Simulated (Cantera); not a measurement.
A perfectly stirred reactor is fed with 3.16 % CH4, 95.9 % H2, 0.959 % N2, at 49.5 Torr; it is held at 2225 K, and followed from long to short residence time.

Cantera simulation using GRI-Mech 3.0 (53 species, 325 reactions); the numbers are that mechanism's predictions, not measurements. GRI-Mech 3.0 stops at C3 and has no aromatics, soot or wall deposition, so with more carbon than oxygen in the feed, carbon stays in small species such as C2H2 where larger ones or solid carbon would form.

### Question
Predict: x(CH4) at τ = 11.0 s; x(H2) at τ = 11.0 s; x(C2H4) at τ = 11.0 s; x(CH2) at τ = 11.0 s; x(HCN) at τ = 11.0 s; x(CH4) at τ = 36.0 ms; x(H2) at τ = 36.0 ms; x(C2H4) at τ = 36.0 ms; x(CH2) at τ = 36.0 ms; x(HCN) at τ = 36.0 ms.

### Answer
| Item | Result |
|---|---|
| x(CH4) at τ = 11.0 s | 8.40e-5 |
| x(H2) at τ = 11.0 s | 0.951 |
| x(C2H4) at τ = 11.0 s | 2.05e-6 |
| x(CH2) at τ = 11.0 s | 1.54e-6 |
| x(HCN) at τ = 11.0 s | 0.000278 |
| x(CH4) at τ = 36.0 ms | 0.00234 |
| x(H2) at τ = 36.0 ms | 0.957 |
| x(C2H4) at τ = 36.0 ms | 7.51e-6 |
| x(CH2) at τ = 36.0 ms | 1.84e-5 |
| x(HCN) at τ = 36.0 ms | 7.28e-6 |
